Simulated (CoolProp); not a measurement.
Vapour-liquid equilibrium of CHF3 (R23) (1) + R227EA (2) at 266.4 K; x and y are mole fractions of (1).

Computed with CoolProp (multi-fluid Helmholtz-energy mixture model, Penoncello 2003 and Lemmon 2016; pair parameters Bell 2016).

```
x     bubble pressure (MPa)  y at the bubble point  dew pressure at overall composition x (MPa)  liquid density (mol/L)
----  ---------------------  ---------------------  -------------------------------------------  ----------------------
0.05                 0.2334                  0.365                                       0.1584                   9.109
0.15                 0.4122                  0.658                                       0.1765                   9.583
0.25                 0.5999                  0.778                                       0.1992                   10.09
0.35                 0.7886                  0.843                                       0.2283                   10.64
0.45                 0.9739                  0.883                                       0.2672                   11.23
0.55                  1.156                  0.911                                       0.3218                   11.87
0.65                  1.337                  0.933                                       0.4041                   12.56
0.75                  1.523                  0.952                                       0.5423                   13.31
0.85                  1.723                  0.971                                       0.8179                   14.13
0.95                  1.946                  0.990                                        1.500                   15.01
```

No azeotrope shows between x = 0.05 and 0.95.

The pair parameters rest on a limited set of measurements; away from them the model extrapolates.
